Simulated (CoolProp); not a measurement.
Values from CoolProp's reference Helmholtz-energy equation of state, Tillner-Roth 1997.

Question: Give the vapour pressure (bar), liquid density (kg/m³), liquid cp (kJ/(kg K)), vapour Z of saturated CH2F2 (R32) at 280 K.

Answer: 
```json
[
 {"T (K)": "280", "p (bar)": "10.1", "liquid density (kg/m³)": "1030", "liquid cp (kJ/(kg K))": "1.78", "vapour Z": "0.820"}
]
```
